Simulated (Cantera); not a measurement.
A freely propagating, adiabatic, planar premixed flame of H₂ : O₂ : N₂ = 0.79 : 0.312 : 1.17 (molar parts), equivalence ratio 1.3, unburnt at 323 K and 90.0 Torr; mixture-averaged transport, grid criteria slope 0.08 and curve 0.16, no radiation.

Model: the H2/O2 subset of GRI-Mech 3.0, which has no nitrogen chemistry, integrated in Cantera. Burning velocities carry a grid error of a few per cent, more on coarse grids.

### Question
Predict: laminar burning velocity; thermal thickness; peak x(OH); peak x(HO₂); peak x(O); peak x(H).

### Answer
| Item | Value |
|---|---|
| laminar burning velocity | 251 cm/s |
| thermal thickness | 6.05 mm |
| peak x(OH) | 0.0122 |
| peak x(HO₂) | 0.000125 |
| peak x(O) | 0.00917 |
| peak x(H) | 0.0980 |
